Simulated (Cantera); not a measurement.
A Cantera script and its output.

```python
import numpy as np
import cantera as ct

gas = ct.Solution("gri30.yaml")
gas.TPX = 1198, 2666, {'H2': 0.14, 'O2': 1, 'N2': 0.53}
reactor = ct.IdealGasConstPressureReactor(gas, energy="off", clone=False)
net = ct.ReactorNet([reactor])
net.rtol, net.atol = 1e-08, 1e-18
show = ['H2', 'O2', 'O', 'OH', 'H2O2', 'N2O', 'H2O']
times = np.geomspace(0.0001, 3, 11)

steps = ct.SolutionArray(gas, extra=["t"])
rows = []
print(f"{'t/s':>10s}{'T/K':>9s}{'P/Pa':>11s}" + "".join(f"{s:>11s}" for s in show))
for t in times:
    while net.time < t:
        t_next = net.step()
        steps.append(gas.state, t=t_next)
    rows.append([np.interp(t, steps.t, y) for y in (steps.T, steps.P, *steps(*show).X.T)])
    print(f"{t:10.3e}{rows[-1][0]:9.1f}{rows[-1][1]:11.4g}" + "".join(f"{x:11.3e}" for x in rows[-1][2:]))
rate = np.gradient(steps.T, steps.t)
print("integrator steps:", len(steps.t))
if steps.T.max() > steps.T[0] + 200:
    print(f"time of steepest temperature rise: {steps.t[rate.argmax()]:.4e} s")
gas.TPX = 1198, 2666, {'H2': 0.14, 'O2': 1, 'N2': 0.53}
gas.equilibrate("TP")
print(f"equilibrium (TP): T = {gas.T:.1f} K  " + "  ".join(f"{s} {gas[s].X[0]:.3e}" for s in show))
```

It prints:

```
       t/s      T/K       P/Pa         H2         O2          O         OH       H2O2        N2O        H2O
 1.000e-04   1198.0       2666  8.383e-02  5.988e-01  8.561e-09  5.681e-09  5.917e-12  1.431e-16  1.019e-08
 2.804e-04   1198.0       2666  8.383e-02  5.988e-01  2.013e-07  1.252e-07  4.734e-11  1.876e-15  3.820e-07
 7.860e-04   1198.0       2666  8.224e-02  5.978e-01  5.627e-04  3.461e-04  6.032e-09  4.141e-12  1.139e-03
 2.204e-03   1198.0       2666  2.694e-03  5.480e-01  3.583e-02  4.653e-03  2.377e-07  3.364e-09  6.971e-02
 6.178e-03   1198.0       2666  1.699e-03  5.612e-01  2.176e-02  3.722e-03  2.623e-07  6.433e-09  7.763e-02
 1.732e-02   1198.0       2666  5.583e-04  5.748e-01  6.805e-03  2.127e-03  2.571e-07  9.333e-09  8.460e-02
 4.856e-02   1198.0       2666  8.862e-05  5.801e-01  1.072e-03  8.456e-04  1.576e-07  1.276e-08  8.686e-02
 1.361e-01   1198.0       2666  1.204e-05  5.810e-01  1.478e-04  3.152e-04  6.337e-08  1.484e-08  8.731e-02
 3.817e-01   1198.0       2666  2.055e-06  5.812e-01  2.580e-05  1.320e-04  2.206e-08  1.581e-08  8.743e-02
 1.070e+00   1198.0       2666  4.562e-07  5.812e-01  5.839e-06  6.282e-05  7.525e-09  1.625e-08  8.747e-02
 3.000e+00   1198.0       2666  1.225e-07  5.812e-01  1.589e-06  3.276e-05  2.600e-09  1.624e-08  8.748e-02
integrator steps: 1651
equilibrium (TP): T = 1198.0 K  H2 8.624e-09  O2 5.811e-01  O 1.129e-07  OH 8.725e-06  H2O2 2.563e-10  N2O 1.550e-09  H2O 8.750e-02
```

Model: GRI-Mech 3.0 (53 species, 325 reactions), integrated in Cantera. Radical loss at walls, strong at low pressure, is not modelled. The temperature is held fixed by assumption; the heat of reaction is taken as removed at once.
